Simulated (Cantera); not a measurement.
Adiabatic ignition

An adiabatic, constant-pressure homogeneous reactor starts with CH4 : H2 : O2 : N2 : CO2 = 1 : 0.091 : 2.59 : 8.29 : 2.5 (molar parts), equivalence ratio 0.79, at 975 K and 3750 Torr.

Detailed kinetics in Cantera: GRI-Mech 3.0 (53 species, 325 reactions). Below about 1000 K GRI-Mech 3.0 lacks low-temperature oxidation paths.

| t (s) | T (K) | x CH4 | x H2 | x O2 | x C2H6 | x CO | x H |
|---|---|---|---|---|---|---|---|
| 7.00e-6 | 975 | 0.0691 | 0.00629 | 0.179 | <1e-12 | <1e-12 | <1e-12 |
| 1.99e-5 | 975 | 0.0691 | 0.00629 | 0.179 | <1e-12 | <1e-12 | <1e-12 |
| 5.68e-5 | 975 | 0.0691 | 0.00629 | 0.179 | <1e-12 | <1e-12 | 1.01e-12 |
| 0.000162 | 975 | 0.0691 | 0.00629 | 0.179 | <1e-12 | <1e-12 | 2.00e-12 |
| 0.000461 | 975 | 0.0691 | 0.00629 | 0.179 | 2.93e-12 | 3.10e-12 | 3.96e-12 |
| 0.00131 | 975 | 0.0691 | 0.00629 | 0.179 | 3.23e-11 | 1.91e-11 | 7.30e-12 |
| 0.00374 | 975 | 0.0691 | 0.00629 | 0.179 | 4.65e-10 | 1.67e-10 | 2.03e-11 |
| 0.0107 | 975 | 0.0691 | 0.00629 | 0.179 | 4.76e-8 | 8.06e-9 | 2.24e-10 |
| 0.0304 | 977 | 0.0688 | 0.00621 | 0.179 | 1.89e-5 | 1.73e-5 | 4.81e-9 |
| 0.0865 | 2260 | <1e-12 | 0.000537 | 0.0385 | <1e-12 | 0.00490 | 8.20e-5 |
| 0.246 | 2255 | <1e-12 | 0.000531 | 0.0369 | <1e-12 | 0.00482 | 7.91e-5 |
| 0.702 | 2254 | <1e-12 | 0.000531 | 0.0368 | <1e-12 | 0.00482 | 7.89e-5 |
| 2.00 | 2254 | <1e-12 | 0.000531 | 0.0368 | <1e-12 | 0.00482 | 7.89e-5 |
x: mole fraction; the columns are a selection and need not sum to one.

| Property | Result |
|---|---|
| time of steepest temperature rise | 60.7 ms |
| temperature at 2.00 s | 2254 K |
| equilibrium temperature | 2254 K |
| x(CH4) at 2.00 s | <1e-12 (gas-phase equilibrium <1e-12) |
| x(H2) at 2.00 s | 0.000531 (gas-phase equilibrium 0.000531) |
| x(O2) at 2.00 s | 0.0368 (gas-phase equilibrium 0.0368) |
